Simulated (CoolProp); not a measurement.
Saturation properties of R1234ze(Z).

Model: reference Helmholtz-energy equation of state, Akasaka 2019, in CoolProp.

| T (°C) | p (MPa) | liquid density (kg/m³) | enthalpy of vaporisation (kJ/kg) | surface tension (mN/m) |
|---|---|---|---|---|
| 47.25 | 0.3608 | 1163 | 191.6 | 10.1 |
| 59.25 | 0.5065 | 1126 | 182.7 | 8.66 |
| 71.25 | 0.6932 | 1088 | 172.9 | 7.28 |
| 83.25 | 0.9278 | 1046 | 162.0 | 5.96 |
| 95.35 | 1.221 | 999.6 | 149.6 | 4.67 |
| 107.35 | 1.575 | 948.1 | 135.6 | 3.45 |
| 119.35 | 2.003 | 888.0 | 118.8 | 2.31 |
| 131.35 | 2.515 | 813.1 | 97.82 | 1.26 |

It boils at 9.7 °C under 1 atm.

Surface tension comes from a separate correlation (Kondou 2015).
